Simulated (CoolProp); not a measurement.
Vapour-liquid equilibrium of R125 (1) + R236EA (2) at 746 kPa; x and y are mole fractions of (1).

Computed with CoolProp (multi-fluid Helmholtz-energy mixture model, Lemmon 2005 and Rui 2013; pair parameters Bell 2016).

```csv
x,bubble temperature (°C),y at the bubble point,dew temperature at overall composition x (°C),liquid density (mol/L)
0.05,62.0,0.164,66.3,8.561
0.125,53.6,0.362,63.5,8.821
0.2,46.3,0.512,60.6,9.060
0.275,39.8,0.625,57.5,9.283
0.35,34.0,0.711,54.2,9.490
0.425,29.0,0.777,50.7,9.684
0.5,24.5,0.829,46.9,9.866
0.575,20.5,0.870,42.8,10.04
0.65,16.9,0.904,38.2,10.20
0.725,13.6,0.931,33.0,10.36
0.8,10.5,0.954,27.1,10.51
0.875,7.7,0.973,20.0,10.65
0.95,5.1,0.990,11.1,10.78
```

No azeotrope shows between x = 0.05 and 0.95.

Pair parameters are fitted to limited data, so mixtures are less certain than the pure fluids.
